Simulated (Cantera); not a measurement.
# Low-pressure radical oxidation in H2/O2

An isothermal, constant-pressure homogeneous reactor starts with 0.990 % H2, 99.0 % O2, equivalence ratio 0.0050, at 1250 K and 1600 Pa.

Computed with Cantera and the H2/O2 subset of GRI-Mech 3.0, which has no nitrogen chemistry. Radical loss at walls, strong at low pressure, is not modelled.

```
t (s)        x H2   x O2     x H2O       x O      x OH    x H2O2
--------  -------  -----  --------  --------  --------  --------
1.00e-6   0.00990  0.990    <1e-12    <1e-12    <1e-12    <1e-12
3.14e-6   0.00990  0.990    <1e-12  4.53e-12  4.52e-12    <1e-12
9.85e-6   0.00990  0.990    <1e-12  4.11e-11  4.09e-11    <1e-12
3.09e-5   0.00990  0.990  1.41e-11  3.25e-10  3.19e-10    <1e-12
9.70e-5   0.00990  0.990  2.84e-10   1.98e-9   1.86e-9    <1e-12
0.000305  0.00990  0.990   4.50e-9   1.07e-8   9.06e-9  1.79e-12
0.000956  0.00990  0.990   9.63e-8   1.09e-7   8.21e-8  1.71e-11
0.00300   0.00986  0.990   2.71e-5   2.46e-5   1.80e-5  1.93e-10
0.00942   7.10e-5  0.981   0.00913   0.00832   0.00100   2.44e-8
0.0296    3.62e-5  0.982   0.00929   0.00746  0.000849   1.96e-8
0.0928    2.58e-5  0.984   0.00944   0.00524  0.000717   1.85e-8
0.291     1.14e-5  0.988   0.00966   0.00228  0.000478   1.53e-8
0.914     2.68e-6  0.989   0.00982  0.000531  0.000233   8.92e-9
2.87      4.24e-7  0.990   0.00990   8.37e-5   9.28e-5   3.12e-9
9.00      6.56e-8  0.990   0.00993   1.30e-5   3.66e-5  7.57e-10
```
x: mole fraction; the columns are a selection and need not sum to one.

Equilibrium at this temperature and pressure: H2 2.74e-9, O2 0.990, H2O 0.00995, O 5.48e-7, OH 7.53e-6, H2O2 4.61e-11 (gas phase only).
